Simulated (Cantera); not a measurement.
An isothermal, constant-pressure homogeneous reactor starts with 1.72 % C₂H₆, 98.3 % N₂, at 1675 K and 0.470 bar.

Computed with Cantera and GRI-Mech 3.0 (53 species, 325 reactions). GRI-Mech 3.0 stops at C3 and has no aromatics, soot or wall deposition, so with more carbon than oxygen in the feed, carbon stays in small species such as C2H2 where larger ones or solid carbon would form.

x: mole fraction; the columns are a selection and need not sum to one.

| t (s) | x C₂H₆ | x H | x C₂H₂ | x HCN | x CH₄ | x C₂H | x CH₂ |
|---|---|---|---|---|---|---|---|
| 2.00e-5 | 0.0149 | 0.000107 | 4.99e-6 | … | 0.000194 | 6.29e-10 | 6.04e-6 |
| 0.000103 | 0.00429 | 0.000272 | 0.00184 | … | 0.00245 | 2.32e-7 | 1.29e-5 |
| 0.000532 | 6.01e-5 | 0.000114 | 0.0106 | 6.13e-6 | 0.00413 | 2.60e-7 | 1.42e-6 |
| 0.00274 | 3.97e-6 | 3.27e-5 | 0.0140 | 6.33e-6 | 0.00403 | 8.50e-8 | 1.12e-7 |
| 0.0141 | 1.87e-6 | 2.49e-5 | 0.0148 | 6.39e-6 | 0.00374 | 6.55e-8 | 5.71e-8 |
| 0.0729 | 1.01e-6 | 2.64e-5 | 0.0153 | 6.64e-6 | 0.00273 | 6.82e-8 | 4.31e-8 |
| 0.376 | 1.71e-7 | 2.91e-5 | 0.0161 | … | 0.00111 | 7.32e-8 | 1.87e-8 |
| 1.94 | 1.01e-8 | 3.07e-5 | 0.0165 | … | 0.000265 | 7.62e-8 | 4.68e-9 |
| 10.0 | 8.77e-10 | 3.11e-5 | 0.0166 | … | 7.12e-5 | 7.68e-8 | 1.27e-9 |

Q: Fill in the missing entries.

A: 
- 2.00e-5, x HCN: 7.90e-8
- 0.000103, x HCN: 3.19e-6
- 0.376, x HCN: 7.35e-6
- 1.94, x HCN: 8.44e-6
- 10.0, x HCN: 9.78e-6
